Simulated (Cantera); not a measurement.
Charge: 1 mol SO₂, 1.4 mol H₂O, 0.078 mol O₂, held at 1250 K and 0.100 bar.

Cantera equilibrium calculation (NASA polynomials, part measured and part estimated; ideal gas, pure solids and liquids). Candidate condensed phases: H₂O, H₂SO₄, S; 19 gas species. Kinetics and transport are ignored.

Base state: H₂O 0.566, SO₂ 0.401, O₂ 0.0296, SO₃ 0.00380, OH 1.49e-5 (mole fractions); condensed: gas only.

Question: What changes in the equilibrium state with this change: SO₂ replaced by N₂O?

Answer: 
| species | before | after |
|---|---|---|
| H₂O | 0.566 | 0.470 |
| N₂ | 0 | 0.336 |
| O₂ | 0.0296 | 0.194 |
| SO₂ | 0.401 | 0 |
| SO₃ | 0.00380 | 0 |
| NO | 0 | 0.000177 |
| OH | 1.49e-5 | 2.17e-5 |

Question: What changes in the equilibrium state with this change: pressure from 0.100 bar to 0.00133 bar?

Answer: 
| species | before | after |
|---|---|---|
| H₂O | 0.566 | 0.565 |
| SO₂ | 0.401 | 0.403 |
| O₂ | 0.0296 | 0.0312 |
| SO₃ | 0.00380 | 0.000454 |
| OH | 1.49e-5 | 4.44e-5 |

Question: What changes in the equilibrium state with this change: temperature from 1250 K to 3298.15 K?

Answer: 
| species | before | after |
|---|---|---|
| H | <1e-9 | 0.280 |
| O | 3.77e-8 | 0.247 |
| SO | 2.03e-8 | 0.108 |
| H₂O | 0.566 | 0.0456 |
| SO₂ | 0.401 | 0.0499 |
| S | <1e-9 | 0.0451 |
| H₂ | 3.59e-7 | 0.0592 |
| OH | 1.49e-5 | 0.0881 |
| O₂ | 0.0296 | 0.0740 |
| SH | <1e-9 | 0.00251 |
| S₂ | <1e-9 | 0.000650 |
| H₂S | <1e-9 | 3.32e-5 |
| S₂O | <1e-9 | 2.05e-5 |
| HO₂ | 7.07e-9 | 1.21e-5 |
